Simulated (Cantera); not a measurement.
A closed system holds: 1 mol Si, 0.63 mol Cl₂, 16 mol H₂, equilibrated at 575 K and 100 Torr.

Cantera equilibrium calculation (NASA polynomials, part measured and part estimated; ideal gas, pure solids and liquids). Candidate condensed phases: Si; 19 gas species. Rates play no part.

Base state: H₂ 0.978, SiCl₄ 0.0125, SiHCl₃ 0.00889, SiH₂Cl₂ 0.000291, HCl 2.05e-5 (mole fractions); condensed: Si(s).

Problem. What changes in the equilibrium state with this change: Cl₂ from 0.63 to 2.5 mol?

Solution. 
```
species       before    after
----------  --------  -------
H₂             0.978    0.886
HCl          2.05e-5   0.0572
SiCl₄         0.0125   0.0571
SiH₂Cl₂     0.000291    <1e-9
SiHCl₃       0.00889  1.32e-5
Si(s), mol     0.647        0
```

Problem. What changes in the equilibrium state with this change: pressure from 100 Torr to 683 Torr?

Solution. 
```
species       before     after
----------  --------  --------
H₂             0.978     0.977
SiHCl₃       0.00889    0.0121
SiCl₄         0.0125   0.00996
SiH₂Cl₂     0.000291  0.000677
HCl          2.05e-5   1.20e-5
Si(s), mol     0.647     0.630
```

Problem. What changes in the equilibrium state with this change: Cl₂ from 0.63 to 1.5 mol?

Solution. 
| species | before | after |
|---|---|---|
| H₂ | 0.978 | 0.950 |
| SiCl₄ | 0.0125 | 0.0316 |
| SiHCl₃ | 0.00889 | 0.0175 |
| SiH₂Cl₂ | 0.000291 | 0.000449 |
| HCl | 2.05e-5 | 2.54e-5 |
| Si(s), mol | 0.647 | 0.173 |
